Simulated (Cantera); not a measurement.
What does this Cantera script print?

```python
import numpy as np
import cantera as ct

gas_names = """
    H HO2 H2 H2O H2O2 H2S H2SO4 O OH O2 O3 S SH SO SO2 SO3 S2 S2O S8
""".split()
cond_names = """
    H2O(s) H2O(L) H2SO4(L) S(cr1) S(cr2) S(L)
""".split()


# ... load() reads the species with a 1 bar reference pressure and builds the phases ...
atoms = {
    'H2S': {'H': 2, 'S': 1},
    'H2O': {'H': 2, 'O': 1},
}
top_T = {}  # K; cautious upper limits of use, not melting points


# ... equilibrate(T, P, feed) seeds the gas with the atoms and calls Mixture.equilibrate('TP', solver="vcs", rtol=1e-11, max_steps=5000) ...
results = []
feed = {'H2S': 1, 'H2O': 1.5}  # mol
T = 3175  # K
P = 101325  # Pa
mix = equilibrate(T, P, feed)
results.append((T, P, feed, dict(zip(mix.species_names, mix.species_moles))))
x = sorted(zip(gas.X, gas.species_names), reverse=True)
print(f"T = {T:g} K  P = {P:g} Pa  gas = {mix.phase_moles(0):.4g} mol")
print("   x: " + "  ".join(f"{s} {v:.3e}" for v, s in x if v > 0.0001))
print("   condensed (mol): " + ("  ".join(f"{mix.phase(i).name} {mix.phase_moles(i):.4g}"
      for i in range(1, mix.n_phases) if mix.phase_moles(i) > 1e-12) or "none"))
```

Result:

```
T = 3175 K  P = 101325 Pa  gas = 3.738 mol
   x: H2 3.632e-01  H2O 1.917e-01  H 1.571e-01  SO 9.914e-02  S 5.803e-02  SO2 3.364e-02  SH 3.130e-02  OH 3.129e-02  S2 2.026e-02  O 8.135e-03  H2S 4.113e-03  O2 1.682e-03  S2O 4.012e-04
   condensed (mol): none
```

These are equilibrium values from Cantera (NASA tables, ideal gas, pure condensed phases), not measurements of a reactor.
